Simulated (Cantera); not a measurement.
A closed system holds: 1 mol TEOS, 5.1 mol NO, 130 mol N2, equilibrated at 0.0133 bar.

These are equilibrium values from Cantera (NASA tables, ideal gas, pure condensed phases), not measurements of a reactor. Candidate condensed phases: C, C6H6, C7H8, C8H18, H2O, Si, SiC, SiO2, Si2N2O, Si3N4; 151 gas species. The feed counts by its element totals alone. Mutual solubility and eutectic melting of coexisting phases are not modelled. The tables hold silica as quartz up to 1696 K and as liquid above; real silica turns to tridymite and cristobalite and melts near 1996 K. Rates play no part.

**Question.** At 1275 K, list the 3 most abundant gas species with their mole fractions, and the condensed phases.

**Answer.** N2 0.880, H2 0.0665, CO 0.0532. Condensed: SiO2(β-quartz) + Si2N2O(s).
